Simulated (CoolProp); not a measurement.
Values from CoolProp's reference Helmholtz-energy equation of state, Lemmon and Jacobsen 2000.

Task: Give the vapour pressure (MPa), liquid density (kg/m³), vapour density (kg/m³), enthalpy of vaporisation (kJ/kg) of saturated R143a at 34.75, 39.45 °C.

Result: 
```csv
T (°C),p (MPa),liquid density (kg/m³),vapour density (kg/m³),enthalpy of vaporisation (kJ/kg)
34.75,1.61,886,76.4,146
39.45,1.81,863,87.6,138
```
